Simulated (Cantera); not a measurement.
Input (Python, Cantera) and output of one run.

```python
import numpy as np
import cantera as ct

gas_names = """
    Cu CuF CuF2 Cu2 F F2 H HF H2 H2F2 H3F3 H4F4 H5F5 H6F6 H7F7
""".split()
cond_names = """
    Cu(cr) Cu(L) CuF2(s) CuF2(L)
""".split()


# ... load() reads the species with a 1 bar reference pressure and builds the phases ...
atoms = {
    'Cu': {'Cu': 1},
    'F2': {'F': 2},
    'H2': {'H': 2},
}
top_T = {}  # K; cautious upper limits of use, not melting points


# ... equilibrate(T, P, feed) seeds the gas with the atoms and calls Mixture.equilibrate('TP', solver="vcs", rtol=1e-11, max_steps=5000) ...
results = []
feed = {'Cu': 1, 'F2': 1.6, 'H2': 0.59}  # mol
T = 1350  # K
P = 1000  # Pa
mix = equilibrate(T, P, feed)
results.append((T, P, feed, dict(zip(mix.species_names, mix.species_moles))))
print(gas.report(threshold=0.0001))
for i in range(1, mix.n_phases):
    print(f"{mix.phase(i).name:16s} {mix.phase_moles(i):12.5e} mol")
```

It prints:

```
       temperature   1350 K
          pressure   1000 Pa
           density   0.0050773 kg/m^3
  mean mol. weight   56.991 kg/kmol
   phase of matter   gas

                          1 kg             1 kmol
                     ---------------   ---------------
          enthalpy       -3.9068e+06       -2.2265e+08  J
   internal energy       -4.1037e+06       -2.3387e+08  J
           entropy            5647.7        3.2187e+05  J/K
    Gibbs function       -1.1531e+07       -6.5717e+08  J
 heat capacity c_p            758.39             43221  J/K
 heat capacity c_v             612.5             34907  J/K

                      mass frac. Y      mole frac. X     chem. pot. / RT
                     ---------------   ---------------   ---------------
               CuF         0.0017421         0.0012028           -42.822
              CuF2           0.80677            0.4528           -65.966
                 F         0.0034274          0.010281           -23.144
                HF           0.18806           0.53572           -52.993
     [  +11 minor]        4.5178e-07        6.7508e-07

Cu(cr)            0.00000e+00 mol
CuF2(L)           0.00000e+00 mol
```

Cantera equilibrium calculation (NASA polynomials, part measured and part estimated; ideal gas, pure solids and liquids).
